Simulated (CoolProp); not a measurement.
Carbon monoxide along the isobar 4.81 MPa: Z from the reference equation and from simpler models built on Tc = -140.3 °C, pc = 3.498 MPa, ω = 0.050; each cubic takes its own stable root.

The numbers come from the reference Helmholtz-energy equation of state, Lemmon 2006 in CoolProp. It is a short technical equation, of lower accuracy than the large ones.

```json
[
 {"T (°C)": "-197.25", "phase": "liquid", "reference": "[?]", "Redlich-Kwong": "0.2561", "Soave-Redlich-Kwong": "0.2577"},
 {"T (°C)": "-176.95", "phase": "liquid", "reference": "0.2271", "Redlich-Kwong": "0.2282", "Soave-Redlich-Kwong": "[?]"},
 {"T (°C)": "-156.75", "phase": "liquid", "reference": "0.2193", "Redlich-Kwong": "0.2282", "Soave-Redlich-Kwong": "0.2273"},
 {"T (°C)": "-136.45", "phase": "supercritical", "reference": "0.2755", "Redlich-Kwong": "0.3106", "Soave-Redlich-Kwong": "0.3128"},
 {"T (°C)": "-116.15", "phase": "supercritical", "reference": "0.6823", "Redlich-Kwong": "0.6772", "Soave-Redlich-Kwong": "0.6889"},
 {"T (°C)": "-95.95", "phase": "supercritical", "reference": "0.8109", "Redlich-Kwong": "0.8049", "Soave-Redlich-Kwong": "0.8187"},
 {"T (°C)": "-75.65", "phase": "supercritical", "reference": "0.8787", "Redlich-Kwong": "0.8721", "Soave-Redlich-Kwong": "0.8875"},
 {"T (°C)": "-55.35", "phase": "supercritical", "reference": "0.9203", "Redlich-Kwong": "0.9132", "Soave-Redlich-Kwong": "[?]"},
 {"T (°C)": "-35.15", "phase": "supercritical", "reference": "0.9477", "Redlich-Kwong": "0.9402", "Soave-Redlich-Kwong": "0.9569"},
 {"T (°C)": "-14.85", "phase": "supercritical", "reference": "0.9668", "Redlich-Kwong": "0.9589", "Soave-Redlich-Kwong": "0.9758"},
 {"T (°C)": "5.45", "phase": "supercritical", "reference": "0.9804", "Redlich-Kwong": "0.9724", "Soave-Redlich-Kwong": "0.9890"},
 {"T (°C)": "25.75", "phase": "supercritical", "reference": "0.9904", "Redlich-Kwong": "0.9822", "Soave-Redlich-Kwong": "0.9986"},
 {"T (°C)": "45.95", "phase": "supercritical", "reference": "0.9978", "Redlich-Kwong": "0.9895", "Soave-Redlich-Kwong": "1.005"},
 {"T (°C)": "66.25", "phase": "supercritical", "reference": "1.003", "Redlich-Kwong": "0.9951", "Soave-Redlich-Kwong": "1.011"}
]
```

Problem. Fill in the missing entries.

Solution. 
- -197.25, reference: 0.2581
- -176.95, Soave-Redlich-Kwong: 0.2284
- -55.35, Soave-Redlich-Kwong: 0.9295
